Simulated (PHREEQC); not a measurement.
Make-up at 90 °C: 1.5 mmol/kgw Na2SiF6. Closed to the air; pH follows from the charge balance.

All values are PHREEQC results (ion-association model, phreeqc.dat), not measurements.

Each row changes one thing in this solution. No solid was allowed to form.

| case | pH | ionic strength (mol/kgw) | HF (mol/kgw) | F- (mol/kgw) | H4SiO4 (mol/kgw) | HF2- (mol/kgw) | SI of Chalcedony (SiO2) |
|---|---|---|---|---|---|---|---|
| as made | 3.48 | 0.00347 | 0.00510 | 0.00304 | 0.00138 | 6.41e-5 | +0.07 |
| diluted 100-fold with water | 4.37 | 7.31e-5 | 1.69e-5 | 7.31e-5 | … | 5.11e-9 | -1.89 |
| Na2SiF6 from 0.0015 to 0.0003 mol/kgw | … | 0.000829 | … | 0.000826 | 0.000300 | 3.30e-6 | -0.59 |
| 8.5e-05 mol/kgw Na2CO3 added | 3.52 | 0.00361 | 0.00496 | … | 0.00138 | … | +0.07 |
| Na2SiF6 from 0.0015 to 0.00165 mol/kgw | 3.48 | 0.00384 | 0.00543 | 0.00321 | 0.00146 | 7.21e-5 | +0.10 |

Problem. Fill in the missing entries.

Solution. 
- diluted 100-fold with water, H4SiO4 (mol/kgw): 1.50e-5
- Na2SiF6 from 0.0015 to 0.0003 mol/kgw, pH: 3.65
- Na2SiF6 from 0.0015 to 0.0003 mol/kgw, HF (mol/kgw): 0.000967
- 8.5e-05 mol/kgw Na2CO3 added, F- (mol/kgw): 0.00319
- 8.5e-05 mol/kgw Na2CO3 added, HF2- (mol/kgw): 6.54e-5

Some of these states are supersaturated (in Quartz (slow to form), Chalcedony (slow to form), for instance). Away from 25 °C the constants follow the database's enthalpies or fits; those with neither stay at their 25 °C values. SiF6-2 is the database's only silicon fluoride.
